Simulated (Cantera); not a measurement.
## Fe(CO)5 + O2 + H2 (iron carbonyl, mercury and lead vapours)

Input: 1 mol Fe(CO)5, 1 mol O2, 0.59 mol H2, held at 1 atm.

Equilibrium computed with Cantera from the NASA thermochemical tables; the gas is ideal and each condensed phase is pure. Candidate condensed phases: C, C6H6, C7H8, C8H18, Fe, Fe(CO)5, FeO, Fe(OH)2, Fe(OH)3, Fe2O3, Fe3O4, H2O; 114 gas species. Mutual solubility and eutectic melting of coexisting phases are not modelled. The tables' stoichiometric FeO is somewhat more stable than real wüstite, so its field is too wide. FeO: taken at fixed stoichiometry. Condensed phases not in the tables: cementite and carbon dissolved in iron. The numbers say what is thermodynamically allowed, not how fast it happens.

From 650 °C to 750 °C the condensed part is C(graphite) + FeO(s). From 800 °C to 850 °C the condensed part is Fe(α) + FeO(s). From 900 °C to 1300 °C the condensed part is FeO(s).

```json
[
 {"T (°C)": "650", "x CO": "0.387", "x CO2": "0.478", "x H2": "0.0833", "x H2O": "0.0504", "x CH4": "0.00164", "x H": "7.01e-11", "x Fe(OH)2": "9.19e-11", "n C(graphite)": "1.27", "n FeO(s)": "1.00", "n Fe(α)": "0"},
 {"T (°C)": "700", "x CO": "0.561", "x CO2": "0.319", "x H2": "0.0879", "x H2O": "0.0311", "x CH4": "0.00101", "x H": "3.18e-10", "x Fe(OH)2": "1.91e-10", "n C(graphite)": "0.704", "n FeO(s)": "1.00", "n Fe(α)": "0"},
 {"T (°C)": "750", "x CO": "0.710", "x CO2": "0.183", "x H2": "0.0888", "x H2O": "0.0175", "x CH4": "0.000600", "x H": "1.23e-9", "x Fe(OH)2": "3.20e-10", "n C(graphite)": "0.0960", "n FeO(s)": "1.00", "n Fe(α)": "0"},
 {"T (°C)": "800", "x CO": "0.727", "x CO2": "0.167", "x H2": "0.0868", "x H2O": "0.0185", "x CH4": "0.000158", "x H": "4.10e-9", "x Fe(OH)2": "9.11e-10", "n C(graphite)": "0", "n FeO(s)": "0.962", "n Fe(α)": "0.0378"},
 {"T (°C)": "850", "x CO": "0.735", "x CO2": "0.160", "x H2": "0.0852", "x H2O": "0.0203", "x CH4": "4.46e-5", "x H": "1.23e-8", "x Fe(OH)2": "2.47e-9", "n C(graphite)": "0", "n FeO(s)": "0.993", "n Fe(α)": "0.00668"},
 {"T (°C)": "900", "x CO": "0.738", "x CO2": "0.156", "x H2": "0.0831", "x H2O": "0.0224", "x CH4": "1.34e-5", "x H": "3.38e-8", "x Fe(OH)2": "6.24e-9", "n C(graphite)": "0", "n FeO(s)": "1.00", "n Fe(α)": "0"},
 {"T (°C)": "950", "x CO": "0.740", "x CO2": "0.154", "x H2": "0.0809", "x H2O": "0.0246", "x CH4": "4.37e-6", "x H": "8.50e-8", "x Fe(OH)2": "1.46e-8", "n C(graphite)": "0", "n FeO(s)": "1.00", "n Fe(α)": "0"},
 {"T (°C)": "1000", "x CO": "0.742", "x CO2": "0.152", "x H2": "0.0788", "x H2O": "0.0267", "x CH4": "1.56e-6", "x H": "1.99e-7", "x Fe(OH)2": "3.19e-8", "n C(graphite)": "0", "n FeO(s)": "1.00", "n Fe(α)": "0"},
 {"T (°C)": "1050", "x CO": "0.744", "x CO2": "0.150", "x H2": "0.0768", "x H2O": "0.0287", "x CH4": "6.00e-7", "x H": "4.37e-7", "x Fe(OH)2": "6.52e-8", "n C(graphite)": "0", "n FeO(s)": "1.00", "n Fe(α)": "0"},
 {"T (°C)": "1100", "x CO": "0.746", "x CO2": "0.148", "x H2": "0.0749", "x H2O": "0.0306", "x CH4": "2.48e-7", "x H": "9.05e-7", "x Fe(OH)2": "1.26e-7", "n C(graphite)": "0", "n FeO(s)": "1.000", "n Fe(α)": "0"},
 {"T (°C)": "1150", "x CO": "0.748", "x CO2": "0.146", "x H2": "0.0731", "x H2O": "0.0324", "x CH4": "1.09e-7", "x H": "1.78e-6", "x Fe(OH)2": "2.32e-7", "n C(graphite)": "0", "n FeO(s)": "1.000", "n Fe(α)": "0"},
 {"T (°C)": "1200", "x CO": "0.750", "x CO2": "0.145", "x H2": "0.0714", "x H2O": "0.0341", "x CH4": "5.05e-8", "x H": "3.36e-6", "x Fe(OH)2": "4.08e-7", "n C(graphite)": "0", "n FeO(s)": "1.000", "n Fe(α)": "0"},
 {"T (°C)": "1250", "x CO": "0.751", "x CO2": "0.143", "x H2": "0.0698", "x H2O": "0.0357", "x CH4": "2.47e-8", "x H": "6.07e-6", "x Fe(OH)2": "6.90e-7", "n C(graphite)": "0", "n FeO(s)": "1.000", "n Fe(α)": "0"},
 {"T (°C)": "1300", "x CO": "0.753", "x CO2": "0.142", "x H2": "0.0683", "x H2O": "0.0372", "x CH4": "1.26e-8", "x H": "1.06e-5", "x Fe(OH)2": "1.12e-6", "n C(graphite)": "0", "n FeO(s)": "1.000", "n Fe(α)": "0"}
]
```
x: gas mole fraction; n: condensed amount in mol.
